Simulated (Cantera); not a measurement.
Input (Python, Cantera):

```python
import numpy as np
import cantera as ct

gas = ct.Solution("gri30.yaml")
gas.TPX = 1398, 310000, {'CH4': 0.0039, 'O2': 0.052, 'N2': 1}
reactor = ct.IdealGasConstPressureReactor(gas, energy="off", clone=False)
net = ct.ReactorNet([reactor])
net.rtol, net.atol = 1e-08, 1e-18
show = ['CH4', 'O2', 'C2H4', 'C2H2', 'NO', 'H2O2', 'NO2']
times = np.geomspace(0.0002, 2, 12)

steps = ct.SolutionArray(gas, extra=["t"])
rows = []
print(f"{'t/s':>10s}{'T/K':>9s}{'P/Pa':>11s}" + "".join(f"{s:>11s}" for s in show))
for t in times:
    while net.time < t:
        t_next = net.step()
        steps.append(gas.state, t=t_next)
    rows.append([np.interp(t, steps.t, y) for y in (steps.T, steps.P, *steps(*show).X.T)])
    print(f"{t:10.3e}{rows[-1][0]:9.1f}{rows[-1][1]:11.4g}" + "".join(f"{x:11.3e}" for x in rows[-1][2:]))
rate = np.gradient(steps.T, steps.t)
print("integrator steps:", len(steps.t))
if steps.T.max() > steps.T[0] + 200:
    print(f"time of steepest temperature rise: {steps.t[rate.argmax()]:.4e} s")
gas.TPX = 1398, 310000, {'CH4': 0.0039, 'O2': 0.052, 'N2': 1}
gas.equilibrate("TP")
print(f"equilibrium (TP): T = {gas.T:.1f} K  " + "  ".join(f"{s} {gas[s].X[0]:.3e}" for s in show))
```

It prints:

```
       t/s      T/K       P/Pa        CH4         O2       C2H4       C2H2         NO       H2O2        NO2
 2.000e-04   1398.0    3.1e+05  3.693e-03  4.925e-02  9.041e-11  9.441e-15  3.757e-15  2.749e-10  1.527e-18
 4.620e-04   1398.0    3.1e+05  3.691e-03  4.925e-02  2.695e-09  6.248e-13  2.159e-14  5.452e-10  3.448e-17
 1.067e-03   1398.0    3.1e+05  3.669e-03  4.923e-02  1.689e-07  1.148e-10  2.144e-13  1.497e-09  1.355e-15
 2.466e-03   1398.0    3.1e+05  2.825e-03  4.850e-02  6.222e-05  6.679e-07  5.210e-11  4.266e-07  1.977e-12
 5.696e-03   1398.0    3.1e+05  3.406e-19  4.199e-02  1.042e-22  3.044e-16  1.212e-07  3.557e-08  3.142e-09
 1.316e-02   1398.0    3.1e+05  3.299e-19  4.187e-02  1.994e-24  2.613e-17  1.604e-07  6.964e-09  3.785e-09
 3.040e-02   1398.0    3.1e+05 -2.393e-18  4.186e-02  1.392e-25  7.687e-18  1.754e-07  1.571e-09  2.249e-09
 7.022e-02   1398.0    3.1e+05  6.542e-20  4.186e-02  1.760e-26  3.008e-18  1.810e-07  5.087e-10  1.286e-09
 1.622e-01   1398.0    3.1e+05  7.187e-21  4.186e-02  7.364e-27  1.931e-18  1.827e-07  3.132e-10  1.087e-09
 3.748e-01   1398.0    3.1e+05  6.839e-21  4.186e-02  6.387e-27  1.752e-18  1.835e-07  2.938e-10  1.075e-09
 8.658e-01   1398.0    3.1e+05  6.668e-21  4.186e-02  5.709e-27  1.567e-18  1.848e-07  2.936e-10  1.083e-09
 2.000e+00   1398.0    3.1e+05  6.306e-21  4.186e-02  4.417e-27  1.212e-18  1.878e-07  2.936e-10  1.101e-09
integrator steps: 1824
equilibrium (TP): T = 1398.0 K  CH4 1.532e-34  O2 4.168e-02  C2H4 1.020e-53  C2H2 4.311e-46  NO 3.517e-04  H2O2 2.929e-10  NO2 2.057e-06
```

Detailed kinetics in Cantera: GRI-Mech 3.0 (53 species, 325 reactions).
